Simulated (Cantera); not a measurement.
Charge: 1 mol Ti, 150 mol H2, at 0.0133 bar.

Cantera equilibrium calculation (NASA polynomials, part measured and part estimated; ideal gas, pure solids and liquids). Candidate condensed phases: Ti; 3 gas species. Equilibrium is a limit: real reactors are often held back by kinetics, nucleation or transport.

### Question
Which condensed phases are stable at each of these points (T (K)): 1550, 1650, 1750, 1850, 1950, 2050, 2150?

### Answer
```csv
T (K),condensed phases,Ti condensed (%)
1550,Ti(β),100.0
1650,Ti(β),100.0
1750,Ti(β),99.8
1850,Ti(β),98.7
1950,Ti(l),94.3
2050,Ti(l),78.5
2150,Ti(l),28.7
```

From 1550 K to 1850 K the condensed part is Ti(β). From 1950 K to 2150 K the condensed part is Ti(l).
